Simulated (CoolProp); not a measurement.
Vapour-liquid equilibrium of R22 (1) + R114 (2) at 1.13 MPa; x and y are mole fractions of (1).

Values from CoolProp's multi-fluid Helmholtz-energy mixture model, Kamei 1995 and Platzer 1990; pair parameters Bell 2016. This equation is an older, rougher fit; its heat capacities, sound speeds and derivatives of the liquid may be far off and weren't checked against measurements.

| x | bubble temperature (K) | y at the bubble point | dew temperature at overall composition x (K) | liquid density (mol/L) |
|---|---|---|---|---|
| 0.05 | 354.4 | 0.159 | 359.7 | 7.452 |
| 0.15 | 342.2 | 0.389 | 354.8 | 7.998 |
| 0.25 | 333.3 | ___ | 349.7 | 8.513 |
| 0.35 | 326.5 | 0.643 | 344.3 | 9.027 |
| 0.45 | 321.1 | 0.721 | 338.6 | 9.563 |
| 0.55 | 316.5 | 0.786 | 332.5 | 10.14 |
| 0.65 | 312.6 | 0.841 | 326.0 | 10.77 |
| 0.75 | 309.0 | 0.891 | 319.1 | ___ |
| 0.85 | ___ | 0.937 | 311.9 | 12.26 |
| 0.95 | 302.6 | 0.979 | 304.7 | 13.15 |

Task: What belongs in the gaps?

Result: 
- 0.25, y at the bubble point: 0.538
- 0.75, liquid density (mol/L): 11.47
- 0.85, bubble temperature (K): 305.7

No azeotrope shows between x = 0.05 and 0.95.

Pair parameters are fitted to limited data, so mixtures are less certain than the pure fluids.
